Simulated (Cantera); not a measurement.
An isothermal, constant-pressure homogeneous reactor starts with NO : N₂ = 1 : 0.19 (molar parts), at 2000 K and 100.0 Torr. Integrator tolerance rtol = 1e-08.

Computed with Cantera and GRI-Mech 3.0 (53 species, 325 reactions).

Question: What does this change do: pressure from 100.0 Torr to 10.00 Torr?

Answer: 
```json
[
 {"quantity": "x(NO) at 60.0 s", "before": "0.00924 (gas-phase equilibrium 0.00923)", "after": "0.0149 (gas-phase equilibrium 0.00920)"},
 {"quantity": "x(N₂O) at 60.0 s", "before": "1.62e-7 (gas-phase equilibrium 1.62e-7)", "after": "7.56e-8 (gas-phase equilibrium 5.10e-8)"},
 {"quantity": "x(N₂) at 60.0 s", "before": "0.575 (gas-phase equilibrium 0.575)", "after": "0.571 (gas-phase equilibrium 0.574)"},
 {"quantity": "x(NO₂) at 60.0 s", "before": "8.17e-6 (gas-phase equilibrium 8.15e-6)", "after": "4.15e-6 (gas-phase equilibrium 2.57e-6)"},
 {"quantity": "x(O₂) at 60.0 s", "before": "0.415 (gas-phase equilibrium 0.415)", "after": "0.410 (gas-phase equilibrium 0.413)"},
 {"quantity": "x(O) at 60.0 s", "before": "0.00119 (gas-phase equilibrium 0.00119)", "after": "0.00373 (gas-phase equilibrium 0.00375)"}
]
```
Radical loss at walls, strong at low pressure, is not modelled.

Question: What does this change do: pressure from 100.0 Torr to 20.0 Torr?

Answer: 
| quantity | before | after |
|---|---|---|
| x(NO) at 60.0 s | 0.00924 (gas-phase equilibrium 0.00923) | 0.0109 (gas-phase equilibrium 0.00921) |
| x(N₂O) at 60.0 s | 1.62e-7 (gas-phase equilibrium 1.62e-7) | 7.96e-8 (gas-phase equilibrium 7.22e-8) |
| x(N₂) at 60.0 s | 0.575 (gas-phase equilibrium 0.575) | 0.574 (gas-phase equilibrium 0.574) |
| x(NO₂) at 60.0 s | 8.17e-6 (gas-phase equilibrium 8.15e-6) | 4.30e-6 (gas-phase equilibrium 3.64e-6) |
| x(O₂) at 60.0 s | 0.415 (gas-phase equilibrium 0.415) | 0.413 (gas-phase equilibrium 0.414) |
| x(O) at 60.0 s | 0.00119 (gas-phase equilibrium 0.00119) | 0.00265 (gas-phase equilibrium 0.00265) |
Radical loss at walls, strong at low pressure, is not modelled.
